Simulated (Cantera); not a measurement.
Mixture: CH4 : C2H6 : C3H8 : O2 : N2 = 1 : 0.14 : 0.17 : 1.96 : 13.6 (molar parts), at 24.0 bar, adiabatic and at constant pressure. Ignition delay is the time to a rise of 400 K.

Computed with Cantera and GRI-Mech 3.0 (53 species, 325 reactions). GRI-Mech 3.0 was tuned for natural gas; its chemistry of propane as a main component is partial and can be far from experiment. The pressure lies above the range GRI-Mech 3.0 was tuned for (to about 10 atm).

Question: What does this change do: N2 13.6 to 7.2 parts?

Answer: 
| quantity | before | after |
|---|---|---|
| delay at 1275 K | 0.262 ms | 0.161 ms |
| delay at 1350 K | 0.120 ms | 72.7 µs |
| delay at 1425 K | 57.7 µs | 34.1 µs |
| delay at 1500 K | 29.2 µs | 16.9 µs |
| delay at 1575 K | 15.8 µs | 8.98 µs |
| delay at 1650 K | 9.15 µs | 5.13 µs |
| apparent activation energy between 1500 and 1650 K | 160 kJ/mol | 160 kJ/mol |
